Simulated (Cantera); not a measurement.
A freely propagating, adiabatic, planar premixed flame of 42.2 % H₂, 13.2 % O₂, 44.7 % N₂, unburnt at 700 K and 30000 Pa; mixture-averaged transport, grid criteria slope 0.08 and curve 0.16, no radiation.

Detailed kinetics in Cantera: the H2/O2 subset of GRI-Mech 3.0, which has no nitrogen chemistry. Burning velocities carry a grid error of a few per cent, more on coarse grids.

x: mole fraction of selected species; z is measured from the peak of heat release.

```json
[
 {"z (mm)": "-6.83", "T (K)": "700", "u (m/s)": "11.1", "x H₂": "0.422", "x O₂": "0.132", "x HO₂": "<1e-8", "x H₂O₂": "<1e-8", "x H": "<1e-8", "x H₂O": "<1e-8"},
 {"z (mm)": "-4.56", "T (K)": "700", "u (m/s)": "11.1", "x H₂": "0.422", "x O₂": "0.132", "x HO₂": "<1e-8", "x H₂O₂": "<1e-8", "x H": "<1e-8", "x H₂O": "<1e-8"},
 {"z (mm)": "-3.42", "T (K)": "700", "u (m/s)": "11.1", "x H₂": "0.422", "x O₂": "0.132", "x HO₂": "<1e-8", "x H₂O₂": "<1e-8", "x H": "<1e-8", "x H₂O": "<1e-8"},
 {"z (mm)": "-2.28", "T (K)": "700", "u (m/s)": "11.1", "x H₂": "0.422", "x O₂": "0.132", "x HO₂": "8.56e-7", "x H₂O₂": "<1e-8", "x H": "8.17e-7", "x H₂O": "9.53e-8"},
 {"z (mm)": "-1.14", "T (K)": "709", "u (m/s)": "11.2", "x H₂": "0.420", "x O₂": "0.131", "x HO₂": "6.94e-5", "x H₂O₂": "___", "x H": "0.000691", "x H₂O": "0.000611"},
 {"z (mm)": "-0.570", "T (K)": "833", "u (m/s)": "13.0", "x H₂": "0.392", "x O₂": "0.127", "x HO₂": "5.12e-5", "x H₂O₂": "___", "x H": "0.0142", "x H₂O": "0.0136"},
 {"z (mm)": "0", "T (K)": "1222", "u (m/s)": "18.6", "x H₂": "0.235", "x O₂": "0.0699", "x HO₂": "2.21e-5", "x H₂O₂": "___", "x H": "0.0931", "x H₂O": "0.128"},
 {"z (mm)": "0.570", "T (K)": "1486", "u (m/s)": "22.4", "x H₂": "0.132", "x O₂": "0.0132", "x HO₂": "4.12e-6", "x H₂O₂": "___", "x H": "0.133", "x H₂O": "0.235"},
 {"z (mm)": "1.14", "T (K)": "1595", "u (m/s)": "23.8", "x H₂": "0.128", "x O₂": "0.00738", "x HO₂": "2.10e-6", "x H₂O₂": "___", "x H": "0.127", "x H₂O": "0.247"},
 {"z (mm)": "2.28", "T (K)": "1725", "u (m/s)": "25.5", "x H₂": "0.136", "x O₂": "0.00602", "x HO₂": "1.52e-6", "x H₂O₂": "___", "x H": "0.110", "x H₂O": "0.251"},
 {"z (mm)": "4.56", "T (K)": "1875", "u (m/s)": "27.4", "x H₂": "0.144", "x O₂": "0.00478", "x HO₂": "1.08e-6", "x H₂O₂": "___", "x H": "0.0918", "x H₂O": "0.257"},
 {"z (mm)": "9.11", "T (K)": "2032", "u (m/s)": "29.3", "x H₂": "0.152", "x O₂": "0.00346", "x HO₂": "7.41e-7", "x H₂O₂": "___", "x H": "0.0730", "x H₂O": "0.264"},
 {"z (mm)": "18.2", "T (K)": "2183", "u (m/s)": "31.1", "x H₂": "0.159", "x O₂": "0.00225", "x HO₂": "5.02e-7", "x H₂O₂": "___", "x H": "0.0551", "x H₂O": "0.272"}
]
```

Q: What belongs in the gaps?

A: 
- -1.14, x H₂O₂: 3.40e-7
- -0.570, x H₂O₂: 6.04e-7
- 0, x H₂O₂: 1.01e-6
- 0.570, x H₂O₂: 7.87e-7
- 1.14, x H₂O₂: 6.00e-7
- 2.28, x H₂O₂: 3.82e-7
- 4.56, x H₂O₂: 2.10e-7
- 9.11, x H₂O₂: 1.11e-7
- 18.2, x H₂O₂: 6.19e-8
